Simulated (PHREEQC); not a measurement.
A PHREEQC input (ion-association model, phreeqc.dat):

```
SOLUTION 1
  temp 298.15
  units mg/L
  pH 5.92
  pe 12.4
  Na 0.00218
  K 0.00357
  Ca 0.0299
  Mg 0.0013
  Cl 0.0153
  S(6) 0.0121 as SO4
  Alkalinity 0.0672 as HCO3
  Sr 4.6e-05
  Zn 1.17e-05
  Pb 0.0107
END
USE solution 1
EQUILIBRIUM_PHASES 1
  CO2(g) -3.4 10
END
```

It stops with these messages:

```
WARNING: Maximum iterations exceeded, 100
WARNING: Maximum iterations exceeded, 100
WARNING: The program has failed to converge to a numerical solution.
ERROR:           Alkalinity has not converged. Total: 1.101295e-06	Calculated: -1.252842e-06	Residual: 2.354136e-06
ERROR: Is non-carbonate alkalinity greater than total alkalinity?
ERROR:                   Ca has not converged. Total: 7.460081e-07	Calculated: 3.189521e-07	Residual: 4.270559e-07
ERROR:                   Cl has not converged. Total: 4.315573e-07	Calculated: 4.328142e-07	Residual: -1.256874e-09
ERROR:                    K has not converged. Total: 9.129969e-08	Calculated: 9.156396e-08	Residual: -2.642739e-10
ERROR:                   Mg has not converged. Total: 5.347154e-08	Calculated: 5.187033e-08	Residual: 1.601211e-09
ERROR:                   Na has not converged. Total: 9.482467e-08	Calculated: 9.509859e-08	Residual: -2.739196e-10
ERROR:                   Pb has not converged. Total: 5.164343e-08	Calculated: 2.487728e-08	Residual: 2.676615e-08
ERROR:                 S(6) has not converged. Total: 1.259577e-07	Calculated: 1.279311e-07	Residual: -1.973366e-09
ERROR:                   Sr has not converged. Total: 5.249944e-10	Calculated: 2.268293e-10	Residual: 2.981651e-10
ERROR:                   Zn has not converged. Total: 1.789812e-10	Calculated: 2.973891e-12	Residual: 1.760073e-10
ERROR:               A(H2O) Activity of water has not converged. 	Residual: 1.600000e+01
ERROR: Model failed to converge for initial solution  1.
```

Question: What went wrong, and how is it mended?

Answer: The fault: the temperature typed in kelvin. The line should read `temp 25` where the input has `temp 298.15`. With the mend the run ends at pH 5.71 and ionic strength 4.79e-6 mol/kgw.
